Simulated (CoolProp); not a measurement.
Vapour-liquid equilibrium of R125 (1) + R1234yf (2) at 186 K; x and y are mole fractions of (1).

Values from CoolProp's multi-fluid Helmholtz-energy mixture model, Lemmon 2005 and Lemmon 2022; pair parameters Bell 2023.

Give the bubble pressure and the first vapour's composition at x = 0.25, 0.65, 0.95. Is there an azeotrope?

x = 0.25: 0.004629 MPa, y = 0.499; x = 0.65: 0.007031 MPa, y = 0.844; x = 0.95: 0.008820 MPa, y = 0.982. No azeotrope shows between x = 0.05 and 0.95.

Pair parameters are fitted to limited data, so mixtures are less certain than the pure fluids.
